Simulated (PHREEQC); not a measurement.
4.1 g of hydrous ferric oxide (600 m²/g; 0.2 weak and 0.005 strong sites per Fe, Dzombak-Morel constants, diffuse double layer) in 1 kg of water with 0.005 mol/kgw of an inert sodium salt and 1e-05 mol MgCl2, at 25 °C; the pH is set by adding NaOH or the inert anion's acid. Oxygen is held at 0.21 atm. The system is closed to CO2. Precipitation was switched off in this run.

Base run: PHREEQC, ion-association model, wateq4f.dat. Each further column changes one thing. The table gives surface charge σ (C/m²).

```json
[
 {"pH": "3", "base": "0.322", "background salt from 0.005 to 0.0005 mol/kgw": "0.297", "oxide from 4.1 to 20 g/kgw": "0.348", "0.0021 mol/kgw ZnSO4 added": "0.190"},
 {"pH": "4.12", "base": "0.187", "background salt from 0.005 to 0.0005 mol/kgw": "0.135", "oxide from 4.1 to 20 g/kgw": "0.236", "0.0021 mol/kgw ZnSO4 added": "0.124"},
 {"pH": "4.88", "base": "0.107", "background salt from 0.005 to 0.0005 mol/kgw": "0.062", "oxide from 4.1 to 20 g/kgw": "0.135", "0.0021 mol/kgw ZnSO4 added": "0.071"},
 {"pH": "6", "base": "0.039", "background salt from 0.005 to 0.0005 mol/kgw": "0.016", "oxide from 4.1 to 20 g/kgw": "0.045", "0.0021 mol/kgw ZnSO4 added": "0.025"},
 {"pH": "7.12", "base": "0.011", "background salt from 0.005 to 0.0005 mol/kgw": "0.004", "oxide from 4.1 to 20 g/kgw": "0.011", "0.0021 mol/kgw ZnSO4 added": "0.012"},
 {"pH": "7.88", "base": "0.002", "background salt from 0.005 to 0.0005 mol/kgw": "0.001", "oxide from 4.1 to 20 g/kgw": "0.002", "0.0021 mol/kgw ZnSO4 added": "0.008"},
 {"pH": "9", "base": "-0.009", "background salt from 0.005 to 0.0005 mol/kgw": "-0.003", "oxide from 4.1 to 20 g/kgw": "-0.010", "0.0021 mol/kgw ZnSO4 added": "-0.005"}
]
```

The oxide is taken as insoluble; below pH 4 it would dissolve.
